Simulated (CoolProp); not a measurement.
c-C4F8 (RC318) along the isotherm 399.3 K: Z from the reference equation and from simpler models built on Tc = 388.4 K, pc = 27.78 bar, ω = 0.355; each cubic takes its own stable root.

Model: reference Helmholtz-energy equation of state, Platzer 1990, in CoolProp. This equation is an older, rougher fit; its heat capacities, sound speeds and derivatives of the liquid may be far off and weren't checked against measurements.

```csv
p (bar),phase,reference
8.68,gas,0.8993
17.4,gas,0.7770
26,gas,0.6125
34.7,supercritical,0.3065
43.4,supercritical,0.2832
52.1,supercritical,0.3139
60.8,supercritical,0.3498
69.4,supercritical,0.3865
78.1,supercritical,0.4240
86.8,supercritical,0.4615
95.5,supercritical,0.4988
104,supercritical,0.5351
113,supercritical,0.5732
122,supercritical,0.6111
130,supercritical,0.6446
139,supercritical,0.6820
```

**Question.** How far does each simpler model (Redlich-Kwong, Peng-Robinson) lie from the reference over these 16 states: mean and median of the absolute difference, and the worst?

**Answer.** 
- Redlich-Kwong: mean 6.0 %, median 5.5 %, worst +12.9 % at 399.3 K and 43.4 bar
- Peng-Robinson: mean 3.7 %, median 3.6 %, worst +7.9 % at 399.3 K and 34.7 bar
